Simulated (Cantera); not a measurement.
Equilibrium for chlorosilane synthesis and conversion: Si + Cl2 + H2

Input: 1 mol Si, 2.1 mol Cl2, a varied amount of H2, equilibrated at 977 °C and 1 atm.

Cantera equilibrium calculation (NASA polynomials, part measured and part estimated; ideal gas, pure solids and liquids). Candidate condensed phases: Si; 19 gas species. The tables' values for SiCl3 are old estimates; treat these amounts as uncertain. Equilibrium is a limit: real reactors are often held back by kinetics, nucleation or transport.

```
n(H2) (mol)  log p SiCl4  log p H2  log p HCl  log p SiHCl3  log p SiCl3  log p SiCl2  log p SiH2Cl2
-----------  -----------  --------  ---------  ------------  -----------  -----------  -------------
0.27               -0.15     -0.98      -0.76         -1.83        -1.98        -2.96          -4.37
0.49               -0.23     -0.67      -0.77         -1.58        -1.89        -2.70          -3.80
0.71               -0.30     -0.53      -0.79         -1.49        -1.87        -2.59          -3.54
0.93               -0.36     -0.44      -0.81         -1.44        -1.86        -2.52          -3.39
1.1                -0.40     -0.39      -0.82         -1.42        -1.87        -2.48          -3.30
1.4                -0.46     -0.33      -0.85         -1.39        -1.88        -2.44          -3.19
1.6                -0.50     -0.30      -0.86         -1.39        -1.89        -2.41          -3.14
1.8                -0.54     -0.27      -0.88         -1.39        -1.90        -2.40          -3.09
2                  -0.58     -0.25      -0.89         -1.38        -1.91        -2.38          -3.06
2.2                -0.61     -0.23      -0.91         -1.39        -1.92        -2.37          -3.03
2.5                -0.66     -0.21      -0.92         -1.39        -1.93        -2.35          -2.99
2.7                -0.68     -0.20      -0.94         -1.39        -1.94        -2.35          -2.97
2.9                -0.71     -0.19      -0.95         -1.40        -1.95        -2.34          -2.95
```
log p: log10 of the partial pressure in bar; nothing condenses.

From 0.27 mol H2 to 2.9 mol H2 nothing is condensed. The main Si-bearing gas is SiCl4 throughout.
